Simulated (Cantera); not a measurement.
Cantera with NASA thermochemical tables; ideal gases at 1 bar, condensed phases pure. Values are per mole of reaction as written; species without (g) are pure solids or liquids, kept so even where they would boil at 1 bar. VN: taken at fixed stoichiometry.

Problem. Between 300 and 1723 K, where is each reaction favourable under standard conditions?
- V2O4 + 2 N2(g) ⇌ 2 VN + 2 NO2(g)

Solution. 
- V2O4 + 2 N2(g) ⇌ 2 VN + 2 NO2(g): ΔG° is 1041 kJ at 300 K and 1012 kJ at 1723 K; it stays positive (K < 1). ΔH° is 1031 kJ and ΔS° 11 J/K at 1723 K.
